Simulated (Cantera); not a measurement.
Feed: 1 mol Si₃N₄, 32 mol Cl₂, equilibrated at 1525 °C and 750 Torr.

These are equilibrium values from Cantera (NASA tables, ideal gas, pure condensed phases), not measurements of a reactor. Candidate condensed phases: Si, Si₃N₄; 13 gas species. The tables' values for SiCl₃ are old estimates; treat these amounts as uncertain. Equilibrium is a limit: real reactors are often held back by kinetics, nucleation or transport.

Base state: Cl₂ 0.613, Cl 0.245, SiCl₄ 0.0848, N₂ 0.0566, SiCl₃ 0.000113 (mole fractions); condensed: gas only.

### Question
What changes in the equilibrium state with this change: temperature from 1525 °C to 1075 °C?

### Answer
| species | before | after |
|---|---|---|
| Cl₂ | 0.613 | 0.823 |
| SiCl₄ | 0.0848 | 0.0959 |
| N₂ | 0.0566 | 0.0640 |
| Cl | 0.245 | 0.0170 |
| SiCl₃ | 0.000113 | 2.92e-7 |
